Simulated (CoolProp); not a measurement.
Vapour pressure (MPa) of o-xylene: the reference equation beside estimates from Tc = 630.3 K, pc = 3.737 MPa, ω = 0.312. Clausius-Clapeyron is anchored at 529.9 K with a constant enthalpy of vaporisation of 27.15 kJ/mol.

Model: reference Helmholtz-energy equation of state, Zhou 2012, in CoolProp.

```
T (K)  reference  Lee-Kesler  Clausius-Clapeyron  van der Waals  Redlich-Kwong  Soave-Redlich-Kwong
-----  ---------  ----------  ------------------  -------------  -------------  -------------------
501.7     0.6167      0.6233              0.6941          1.400         0.8871               0.6259
508.8     0.6967      0.7044              0.7601          1.494         0.9801               0.7082
515.8     0.7831      0.7918              0.8293          1.590          1.078               0.7971
522.9     0.8788      0.8884              0.9037          1.692          1.184               0.8954
529.9     0.9814      0.9919              0.9814          1.796          1.296                1.001
537        1.095       1.106               1.065          1.906          1.415                1.117
544.1      1.217       1.229               1.153          2.019          1.543                1.243
551.1      1.348       1.361               1.244          2.135          1.676                1.377
558.2      1.492       1.504               1.341          2.257          1.818                1.524
565.3      1.646       1.659               1.444          2.383          1.968                1.682
572.3      1.811       1.824               1.549          2.511          2.124                1.849
579.4      1.991       2.003               1.661          2.646          2.290                2.031
586.5      2.184       2.196               1.779          2.785          2.465                2.225
```

Absolute difference from the reference over all 13 rows, mean and median: Lee-Kesler 0.9 and 1.0 %, Clausius-Clapeyron 9.1 and 9.1 %, van der Waals 70.3 and 65.9 %, Redlich-Kwong 27.4 and 26.8 %, Soave-Redlich-Kwong 2.0 and 2.0 %.
